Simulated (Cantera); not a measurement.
What does this Cantera script print?

```python
import numpy as np
import cantera as ct

gas_names = """
    CL CL2 N N2 Si SiCL SiCL2 SiCL3 SiCL4 SiN Si2 Si2N Si3
""".split()
cond_names = """
    Si(cr) Si(L) Si3N4(a)
""".split()


# ... load() reads the species with a 1 bar reference pressure and builds the phases ...
atoms = {
    'SiCl4': {'Si': 1, 'CL': 4},
    'N2': {'N': 2},
}
top_T = {'Si3N4(a)': 2400}  # K; cautious upper limits of use, not melting points


# ... equilibrate(T, P, feed) seeds the gas with the atoms and calls Mixture.equilibrate('TP', solver="vcs", rtol=1e-11, max_steps=5000) ...
results = []
feed = {'SiCl4': 1, 'N2': 18}  # mol
P = 10000  # Pa
for T in [1073, 1173, 1273, 1373, 1473, 1573, 1673]:
    mix = equilibrate(T, P, feed)
    results.append((T, P, feed, dict(zip(mix.species_names, mix.species_moles))))
    x = sorted(zip(gas.X, gas.species_names), reverse=True)
    print(f"T = {T:g} K  P = {P:g} Pa  gas = {mix.phase_moles(0):.4g} mol")
    print("   x: " + "  ".join(f"{s} {v:.3e}" for v, s in x if v > 0.0001))
    print("   condensed (mol): " + ("  ".join(f"{mix.phase(i).name} {mix.phase_moles(i):.4g}"
          for i in range(1, mix.n_phases) if mix.phase_moles(i) > 1e-12) or "none"))
```

Output:

```
T = 1073 K  P = 10000 Pa  gas = 19 mol
   x: N2 9.474e-01  SiCL4 5.263e-02
   condensed (mol): none
T = 1173 K  P = 10000 Pa  gas = 19 mol
   x: N2 9.474e-01  SiCL4 5.262e-02
   condensed (mol): none
T = 1273 K  P = 10000 Pa  gas = 19 mol
   x: N2 9.473e-01  SiCL4 5.257e-02
   condensed (mol): none
T = 1373 K  P = 10000 Pa  gas = 19 mol
   x: N2 9.471e-01  SiCL4 5.238e-02  SiCL3 2.309e-04  CL 2.217e-04
   condensed (mol): none
T = 1473 K  P = 10000 Pa  gas = 19.01 mol
   x: N2 9.467e-01  SiCL4 5.185e-02  CL 7.337e-04  SiCL3 7.123e-04
   condensed (mol): none
T = 1573 K  P = 10000 Pa  gas = 19.04 mol
   x: N2 9.453e-01  SiCL4 5.049e-02  CL 2.105e-03  SiCL3 1.850e-03  SiCL2 1.783e-04
   condensed (mol): none
T = 1673 K  P = 10000 Pa  gas = 19.1 mol
   x: N2 9.422e-01  SiCL4 4.751e-02  CL 5.362e-03  SiCL3 4.096e-03  SiCL2 7.367e-04  CL2 1.040e-04
   condensed (mol): none
```

Method: chemical equilibrium by Gibbs-energy minimisation in Cantera with the NASA 1993 tables (ideal gas, pure condensed phases). The tables' values for SiCl3 are old estimates; treat these amounts as uncertain.
